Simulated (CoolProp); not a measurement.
Vapour-liquid equilibrium of isobutane (1) + n-butane (2) at 0.354 MPa; x and y are mole fractions of (1).

The numbers come from the multi-fluid Helmholtz-energy mixture model, Bücker 2006 and Bücker 2006; pair parameters Kunz 2012 in CoolProp.

```tsv
x	bubble temperature (K)	y at the bubble point	dew temperature at overall composition x (K)	liquid density (mol/L)
0.05	310.1	[?]	310.2	9.593
0.2	[?]	0.254	308.6	9.576
0.35	306.1	0.424	306.9	9.557
0.5	304.2	0.578	305.2	9.537
0.65	302.4	0.718	303.3	9.515
0.8	300.7	0.846	[?]	9.494
0.95	[?]	0.963	299.2	9.474
```

Task: Fill in the missing entries.

Result: 
- 0.05, y at the bubble point: 0.067
- 0.2, bubble temperature (K): 308.0
- 0.8, dew temperature at overall composition x (K): 301.3
- 0.95, bubble temperature (K): 299.0

No azeotrope shows between x = 0.05 and 0.95.

The pair parameters rest on a limited set of measurements; away from them the model extrapolates.
